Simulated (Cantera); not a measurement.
An adiabatic, constant-volume homogeneous reactor starts with CH4 : C2H6 : O2 : N2 : CO2 = 1 : 0.12 : 1.73 : 6.5 : 2 (molar parts), equivalence ratio 1.4, at 1273 K and 5.00 bar. Integrator tolerance rtol = 1e-08.

Model: GRI-Mech 3.0 (53 species, 325 reactions), integrated in Cantera.

### Question
What does this change do: 0.037 parts H2 added?

### Answer
```csv
quantity,before,after
time of steepest temperature rise,0.855 ms,0.730 ms
temperature at 0.200 s,2634 K,2633 K
equilibrium temperature,2634 K,2633 K
x(CH4) at 0.200 s,<1e-12 (gas-phase equilibrium <1e-12),<1e-12 (gas-phase equilibrium <1e-12)
x(C2H6) at 0.200 s,<1e-12 (gas-phase equilibrium <1e-12),<1e-12 (gas-phase equilibrium <1e-12)
x(O2) at 0.200 s,0.00122 (gas-phase equilibrium 0.00122),0.00112 (gas-phase equilibrium 0.00112)
x(NO2) at 0.200 s,3.56e-7 (gas-phase equilibrium 3.56e-7),3.28e-7 (gas-phase equilibrium 3.28e-7)
x(C2H4) at 0.200 s,<1e-12 (gas-phase equilibrium <1e-12),<1e-12 (gas-phase equilibrium <1e-12)
x(O) at 0.200 s,0.000286 (gas-phase equilibrium 0.000286),0.000273 (gas-phase equilibrium 0.000273)
```

### Question
What does this change do: pressure from 5.00 bar to 1.60 bar?

### Answer
```
quantity                                                              before                                      after
---------------------------------  -----------------------------------------  -----------------------------------------
time of steepest temperature rise                                   0.855 ms                                    2.14 ms
temperature at 0.200 s                                                2634 K                                     2591 K
equilibrium temperature                                               2634 K                                     2591 K
x(CH4) at 0.200 s                      <1e-12 (gas-phase equilibrium <1e-12)      <1e-12 (gas-phase equilibrium <1e-12)
x(C2H6) at 0.200 s                     <1e-12 (gas-phase equilibrium <1e-12)      <1e-12 (gas-phase equilibrium <1e-12)
x(O2) at 0.200 s                     0.00122 (gas-phase equilibrium 0.00122)    0.00232 (gas-phase equilibrium 0.00232)
x(NO2) at 0.200 s                    3.56e-7 (gas-phase equilibrium 3.56e-7)    3.71e-7 (gas-phase equilibrium 3.71e-7)
x(C2H4) at 0.200 s                     <1e-12 (gas-phase equilibrium <1e-12)      <1e-12 (gas-phase equilibrium <1e-12)
x(O) at 0.200 s                    0.000286 (gas-phase equilibrium 0.000286)  0.000578 (gas-phase equilibrium 0.000578)
```
